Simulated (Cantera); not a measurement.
# Catalytic combustion on Pt

An isothermal plug-flow reactor at 1150 K and 1.70 bar (inlet), inlet velocity 0.14 m/s, active area per volume 2900 1/m; feed 0.731 % CH₄, 13.1 % O₂, 86.2 % N₂.

Detailed kinetics in Cantera: Deutschmann's 1995 Pt surface mechanism with GRI-Mech 3.0 gas chemistry. Catalytic surfaces can have several steady states; this one follows from the mechanism file's or the stated starting coverage. Mass transfer to the wall is taken as infinitely fast.

```
z (m)       x CH₄   x O₂    x H₂O    x CO₂     x CO  θ free Pt   θ O*    θ OH*
-------  --------  -----  -------  -------  -------  ---------  -----  -------
0.00014   0.00389  0.124  0.00680  0.00338  3.66e-6      0.315  0.684  0.00143
0.00024   0.00246  0.121  0.00963  0.00479  2.34e-6      0.316  0.683  0.00169
0.00044  0.000968  0.118   0.0126  0.00625  9.65e-7      0.317  0.681  0.00193
0.00077  0.000206  0.117   0.0141  0.00701  2.52e-7      0.317  0.681  0.00204
0.0014    1.05e-5  0.116   0.0145  0.00722  4.42e-8      0.318  0.680  0.00207
0.0024    9.45e-8  0.116   0.0145  0.00725  1.37e-8      0.318  0.680  0.00208
0.0044   2.63e-10  0.116   0.0146  0.00726  6.54e-9      0.318  0.680  0.00208
0.0077   6.46e-11  0.116   0.0146  0.00727  4.76e-9      0.318  0.680  0.00208
0.014    1.52e-11  0.116   0.0146  0.00729  2.40e-9      0.318  0.680  0.00208
```
x: gas mole fraction; θ: surface coverage.
